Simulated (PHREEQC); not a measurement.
0.86 g of hydrous ferric oxide (600 m²/g; 0.2 weak and 0.005 strong sites per Fe, Dzombak-Morel constants, diffuse double layer) in 1 kg of water with 0.01 mol/kgw of an inert sodium salt and 0.00023 mol CuCl2, at 25 °C; the pH is set by adding NaOH or the inert anion's acid. Oxygen alone is held at its pressure in air (log pO2 = -0.68). The system is closed to CO2. Precipitation was switched off in this run.

Computed with PHREEQC (ion-association model, wateq4f.dat).

Q: Predict surface charge σ (C/m²), surface potential ψ (mV) at pH = 4, 5.5, 7.5, 8, 8.5.

A: 
| pH | surface charge σ (C/m²) | surface potential ψ (mV) |
|---|---|---|
| 4 | 0.222 | 184 |
| 5.5 | 0.087 | 138 |
| 7.5 | 0.012 | 46 |
| 8 | 0.005 | 19 |
| 8.5 | -0.002 | -8 |

Species that the database lacks are ignored. The database's constant for dissolved Cu(OH)2 is higher than later reviews accept. The oxide is taken as insoluble; below pH 4 it would dissolve.
